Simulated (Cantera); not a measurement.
Input (Python, Cantera) and output of one run.

```python
import numpy as np
import cantera as ct

gas_names = """
    C CH CH2 CH3 CH2OH CH3O CH4 CH3OH CO CO2 COOH C2 C2H CHCO,ketyl C2H2,acetylene C2H2,vinylidene
    CH2CO,ketene C2H3,vinyl CH3CO,acetyl C2H4 C2H4O,ethylen CH3CHO,ethanal CH3COOH (HCOOH)2 C2H5 C2H6
    CH3OCH3 C2H5OH C2O C3 C3H3,propargyl C3H4,allene C3H4,propyne C3H4,cyclo- C3H5,allyl C3H6,propylene
    C3H6,cyclo- C3H6O C3H7,n-propyl C3H7,i-propyl C3H8 C3H8O,1propanol C3H8O,2propanol C3O2 C4 C4H2
    C4H4,1,3-cyclo- C4H6,butadiene C4H6,2-butyne C4H6,cyclo- C4H8,1-butene C4H8,cis2-buten
    C4H8,tr2-butene C4H8,isobutene C4H8,cyclo- (CH3COOH)2 C4H9,n-butyl C4H9,i-butyl C4H9,s-butyl
    C4H9,t-butyl C4H10,isobutane C4H10,n-butane C5 C5H6,1,3cyclo- C5H8,cyclo- C5H10,1-pentene
    C5H10,cyclo- C5H11,pentyl C5H11,t-pentyl C5H12,n-pentane C5H12,i-pentane CH3C(CH3)2CH3 C6H2
    C6H5,phenyl C6H5O,phenoxy C6H6 C6H5OH,phenol C6H10,cyclo- C6H12,1-hexene C6H12,cyclo- C6H13,n-hexyl
    C7H7,benzyl C7H8 C7H8O,cresol C7H14,1-heptene C7H15,n-heptyl C7H16,n-heptane C8H8,styrene
    C8H10,ethylbenz C8H16,1-octene C8H17,n-octyl C8H18,isooctane C8H18,n-octane C9H19,n-nonyl
    C10H8,naphthale C10H21,n-decyl C12H9,o-bipheny C12H10,bipheny Fe FeC5O5 FeO Fe(OH)2 H HCO HO2 H2
    HCHO,formaldehy HCOOH H2O H2O2 O OH O2 O3
""".split()
cond_names = """
    C(gr) C6H6(L) C7H8(L) C8H18(L),n-octa Fe(a) Fe(c) Fe(d) Fe(L) FeC5O5(L) FeO(s) FeO(L) Fe(OH)2(s)
    Fe(OH)3(s) Fe2O3(s) Fe3O4(s) H2O(s) H2O(L)
""".split()


def load(file, names, dense=False):
    # The tables refer to 1 bar. Condensed volumes are neglected.
    table = {s.name: s for s in ct.Species.list_from_file(file)}
    out = []
    for n in names:
        d = dict(table[n].input_data)
        d["thermo"] = dict(d["thermo"], **{"reference-pressure": 1e5})
        if dense:
            d["equation-of-state"] = {"model": "constant-volume", "density": "1e6 g/cm^3"}
        out.append(ct.Species.from_dict(d))
    return out


gas = ct.Solution(thermo="ideal-gas", species=load("nasa_gas.yaml", gas_names))
cond = {s.name: ct.Solution(thermo="fixed-stoichiometry", species=[s], name=s.name)
        for s in load("nasa_condensed.yaml", cond_names, dense=True)}
atoms = {
    'Fe': {'Fe': 1},
    'CO': {'C': 1, 'O': 1},
    'H2': {'H': 2},
}
top_T = {'C(gr)': 4500, 'Fe2O3(s)': 1830, 'Fe3O4(s)': 1870}  # K; cautious upper limits of use, not melting points


def equilibrate(T, P, feed):
    n = {}
    for name, mol in feed.items():
        for a, k in atoms[name].items():
            n[a] = n.get(a, 0.0) + k * mol
    gas.TPX = T, P, n
    mass = sum(n.values()) * gas.mean_molecular_weight
    gas.equilibrate("TP")
    valid = [c for c in cond.values() if c.min_temp <= T <= top_T.get(c.name, c.max_temp)]
    mix = ct.Mixture([(gas, mass / gas.mean_molecular_weight)] + [(c, 0.0) for c in valid])
    mix.T, mix.P = T, P
    mix.equilibrate("TP", solver="vcs", rtol=1e-11, max_steps=5000)
    return mix


results = []
feed = {'Fe': 1, 'CO': 1.9, 'H2': 150}  # mol
P = 1000  # Pa
for T in [1600, 1625, 1650, 1675, 1700, 1725, 1750]:
    mix = equilibrate(T, P, feed)
    results.append((T, P, feed, dict(zip(mix.species_names, mix.species_moles))))

top = {s: max(r[3][s] / sum(r[3][g] for g in gas_names) for r in results) for s in gas_names}
cols = sorted((s for s in top if top[s] > 1e-06), key=lambda s: -top[s])[:8]
seen = [c for c in cond_names if any(r[3].get(c, 0) > 1e-12 for r in results)]
print("log10 of partial pressures in bar; condensed amounts in mol")
print(f"{'T/K':>10s}" + "".join(f"{s[:9]:>10s}" for s in cols + seen))
for T, P, feed, n in results:
    ng = sum(n[g] for g in gas_names)
    print(f"{T:10.4g}" + "".join(f"{np.log10(max(n[s] / ng * P / 1e5, 1e-99)):10.3f}" for s in cols)
          + "".join(f"{n.get(c, 0):10.4g}" for c in seen))
```

It prints:

```
log10 of partial pressures in bar; condensed amounts in mol
       T/K        H2        CO         H        Fe       H2O       CH4     Fe(c)     Fe(d)
      1600    -2.006    -3.903    -5.268    -5.960    -7.833    -7.933    0.9833         0
      1625    -2.006    -3.903    -5.154    -5.761    -7.875    -8.004    0.9737         0
      1650    -2.006    -3.903    -5.045    -5.568    -7.912    -8.077    0.9589         0
      1675    -2.006    -3.903    -4.938    -5.382    -7.945    -8.151         0    0.9369
      1700    -2.006    -3.903    -4.835    -5.201    -7.974    -8.226         0    0.9043
      1725    -2.007    -3.904    -4.734    -5.026    -8.000    -8.301         0    0.8566
      1750    -2.007    -3.904    -4.637    -4.856    -8.023    -8.376         0    0.7878
```

Equilibrium computed with Cantera from the NASA thermochemical tables; the gas is ideal and each condensed phase is pure.
